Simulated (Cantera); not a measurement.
Input (Python, Cantera) and output of one run.

```python
import numpy as np
import cantera as ct

gas_names = """
    CL CL2 H HCL H2 Mg MgCL MgCL2 MgH Mg2
""".split()
cond_names = """
    Mg(cr) Mg(L) MgCL2(s) MgCL2(L)
""".split()


# ... load() reads the species with a 1 bar reference pressure and builds the phases ...
atoms = {
    'MgCl2': {'Mg': 1, 'CL': 2},
    'HCl': {'H': 1, 'CL': 1},
    'H2': {'H': 2},
}
top_T = {}  # K; cautious upper limits of use, not melting points


# ... equilibrate(T, P, feed) seeds the gas with the atoms and calls Mixture.equilibrate('TP', solver="vcs", rtol=1e-11, max_steps=5000) ...
results = []
feed = {'MgCl2': 1, 'HCl': 2.5, 'H2': 5.1}  # mol
P = 350  # Pa
for T in [1698, 1748, 1798, 1848, 1898, 1948, 1998]:
    mix = equilibrate(T, P, feed)
    results.append((T, P, feed, dict(zip(mix.species_names, mix.species_moles))))

top = {s: max(r[3][s] / sum(r[3][g] for g in gas_names) for r in results) for s in gas_names}
cols = sorted((s for s in top if top[s] > 1e-06), key=lambda s: -top[s])[:5]
seen = [c for c in cond_names if any(r[3].get(c, 0) > 1e-12 for r in results)]
print("log10 of partial pressures in bar; condensed amounts in mol")
print(f"{'T/K':>10s}" + "".join(f"{s[:9]:>10s}" for s in cols + seen))
for T, P, feed, n in results:
    ng = sum(n[g] for g in gas_names)
    print(f"{T:10.4g}" + "".join(f"{np.log10(max(n[s] / ng * P / 1e5, 1e-99)):10.3f}" for s in cols)
          + "".join(f"{n.get(c, 0):10.4g}" for c in seen))
```

Result:

```
log10 of partial pressures in bar; condensed amounts in mol
       T/K        H2       HCL     MgCL2        Mg         H
      1698    -2.685    -2.991    -3.396    -5.449    -5.182
      1748    -2.687    -2.989    -3.402    -5.156    -4.985
      1798    -2.690    -2.986    -3.411    -4.889    -4.798
      1848    -2.695    -2.981    -3.425    -4.649    -4.623
      1898    -2.702    -2.973    -3.447    -4.437    -4.458
      1948    -2.711    -2.963    -3.478    -4.255    -4.302
      1998    -2.723    -2.952    -3.519    -4.101    -4.156
```

Method: chemical equilibrium by Gibbs-energy minimisation in Cantera with the NASA 1993 tables (ideal gas, pure condensed phases). The tables' values for MgH are old estimates; treat these amounts as uncertain.
